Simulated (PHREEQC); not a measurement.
Make-up at 25 °C: 0.12 mol/kgw HF, 0.26 mol/kgw NH4F and 9.6e-06 mol/kgw H4SiO4. Closed to the air; pH follows from the charge balance.

Model: ion-association model, wateq4f.dat, run in PHREEQC.

No solid was allowed to form.

Task: Order these F species by the share of F that they hold, largest first: HF2-, F-, H2F2, HF.

Result: F- (56 %), HF2- (25 %), HF (15 %), H2F2 (4.4 %)

The pH is 3.57 and the ionic strength 0.260 mol/kgw. SiF6-2 is the database's only silicon fluoride.
